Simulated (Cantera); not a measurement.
A closed system holds: 1 mol Si3H8, 0.036 mol Cl2, 6.5 mol H2, 0.51 mol HCl, held at 100000 Pa.

Cantera equilibrium calculation (NASA polynomials, part measured and part estimated; ideal gas, pure solids and liquids). Candidate condensed phases: Si; 19 gas species. The feed counts by its element totals alone. The tables' values for SiCl3 are old estimates; treat these amounts as uncertain. Gases not in the tables: Si2H6 and higher silanes. The numbers say what is thermodynamically allowed, not how fast it happens.

log p: log10 of the partial pressure in bar; n: condensed amount in mol.

```tsv
T (°C)	log p H2	log p HCl	log p SiHCl3	log p SiCl2	log p SiCl4	n Si(s)
750	-0.01	-2.15	-2.17	-4.04	-2.23	2.85
800	-0.01	-1.99	-2.20	-3.68	-2.27	2.86
850	-0.01	?	-2.25	?	?	2.87
900	-0.01	-1.73	-2.32	-3.10	-2.41	2.88
950	-0.01	-1.64	-2.41	-2.87	-2.52	2.89
1000	-0.02	-1.56	-2.53	-2.69	-2.67	2.91
1050	-0.02	-1.50	-2.68	-2.54	-2.86	2.92
1100	-0.02	-1.46	-2.85	-2.44	-3.09	2.92
1150	-0.02	-1.43	-3.06	-2.36	-3.36	2.93
1200	-0.02	-1.42	-3.28	-2.31	-3.64	2.93
1250	-0.02	-1.41	?	-2.28	?	2.93
1300	-0.02	-1.40	-3.71	-2.26	-4.22	2.93
1350	-0.02	-1.40	-3.92	-2.24	-4.49	2.93
1400	-0.02	-1.40	-4.12	-2.23	-4.76	2.93
```

**Question.** Some entries are withheld; supply them.

**Answer.** 
- 1250, log p SiHCl3: -3.50
- 1250, log p SiCl4: -3.93
- 850, log p HCl: -1.85
- 850, log p SiCl2: -3.37
- 850, log p SiCl4: -2.33
